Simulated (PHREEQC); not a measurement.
Nickel, zinc or cadmium bath: speciation

Consider water at 25 °C with 0.00022 mol CdSO4 and 3.2e-05 mol NaOH per kg of water. Closed to the air; pH follows from the charge balance.

The numbers come from PHREEQC with the ion-association model, phreeqc.dat.

Precipitation was switched off in this run.

### Question
What pH does the model give?

### Answer
pH 9.08.

### Question
In which forms is S present?

### Answer
SO4-2 96 %, CdSO4 4.1 % of the S.

Examples of supersaturated solids here: Cd(OH)2. Others may be too.
